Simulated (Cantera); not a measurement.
An isothermal, constant-pressure homogeneous reactor starts with H₂ : O₂ = 0.036 : 1 (molar parts), at 1025 K and 0.0132 atm. Integrator tolerance rtol = 1e-08.

Model: GRI-Mech 3.0 (53 species, 325 reactions), integrated in Cantera. Radical loss at walls, strong at low pressure, is not modelled. The temperature is held fixed by assumption; the heat of reaction is taken as removed at once.

**Question.** What does this change do: pressure from 0.0132 atm to 0.00138 atm?

**Answer.** 
```tsv
quantity	before	after
x(H₂) at 1.00 s	6.19e-7 (gas-phase equilibrium 5.68e-11)	0.000301 (gas-phase equilibrium 1.75e-10)
x(O₂) at 1.00 s	0.965 (gas-phase equilibrium 0.965)	0.947 (gas-phase equilibrium 0.965)
x(OH) at 1.00 s	4.50e-5 (gas-phase equilibrium 4.76e-7)	0.00107 (gas-phase equilibrium 8.36e-7)
x(H₂O) at 1.00 s	0.0353 (gas-phase equilibrium 0.0354)	0.0324 (gas-phase equilibrium 0.0354)
x(HO₂) at 1.00 s	1.51e-7 (gas-phase equilibrium 8.72e-10)	4.82e-7 (gas-phase equilibrium 4.96e-10)
```
